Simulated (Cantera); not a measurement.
**Low-pressure radical oxidation in H2/O2**

An isothermal, constant-pressure homogeneous reactor starts with 16.0 % H2, 84.0 % O2, equivalence ratio 0.095, at 1148 K and 26.3 Torr.

Detailed kinetics in Cantera: the H2/O2 subset of GRI-Mech 3.0, which has no nitrogen chemistry. Radical loss at walls, strong at low pressure, is not modelled. The temperature is held fixed by assumption; the heat of reaction is taken as removed at once.

```csv
t (s),x H2,x O2,x H2O,x O,x OH,x HO2
0.000100,0.160,0.840,4.47e-8,2.34e-8,1.33e-8,1.20e-8
0.000303,0.160,0.840,1.76e-5,7.50e-6,4.19e-6,1.87e-7
0.000918,0.00931,0.761,0.125,0.0498,0.00817,2.32e-5
0.00278,0.00270,0.803,0.160,0.0196,0.00455,2.31e-5
0.00843,0.000346,0.823,0.172,0.00244,0.00154,1.20e-5
0.0256,3.27e-5,0.826,0.173,0.000239,0.000482,2.79e-6
0.0775,4.22e-6,0.826,0.173,3.35e-5,0.000182,5.36e-7
0.235,7.83e-7,0.826,0.173,6.69e-6,8.11e-5,1.22e-7
0.711,1.86e-7,0.826,0.173,1.66e-6,4.04e-5,3.36e-8
2.16,5.09e-8,0.826,0.174,4.67e-7,2.14e-5,1.25e-8
6.53,1.55e-8,0.826,0.174,1.45e-7,1.19e-5,8.70e-9
19.8,5.96e-9,0.826,0.174,5.54e-8,7.36e-6,1.03e-8
60.0,4.26e-9,0.826,0.174,3.92e-8,6.18e-6,1.16e-8
```
x: mole fraction; the columns are a selection and need not sum to one.

Equilibrium at this temperature and pressure: H2 4.22e-9, O2 0.826, H2O 0.174, O 3.88e-8, OH 6.15e-6, HO2 1.17e-8 (gas phase only).
